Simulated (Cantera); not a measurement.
Charge: 1 mol Si, 0.034 mol H2O, 12 mol H2, 0.25 mol CO, at 577 °C and 290000 Pa.

Method: chemical equilibrium by Gibbs-energy minimisation in Cantera with the NASA 1993 tables (ideal gas, pure condensed phases). Candidate condensed phases: C, C6H6, C7H8, C8H18, H2O, Si, SiC, SiO2; 123 gas species. Equilibrium is a limit: real reactors are often held back by kinetics, nucleation or transport.

Q: What is the equilibrium state?

A: 
| Item | Value |
|---|---|
| x(H2) | 1.000 |
| x(CH4) | 0.000149 |
| n(Si(s)) | 0.610 mol |
| n(SiC(s)) | 0.248 mol |
| n(SiO2(β-quartz)) | 0.142 mol |
| gas amount | 12.03 mol |
| log10 activity of C(graphite) (absent) | -4.08 |
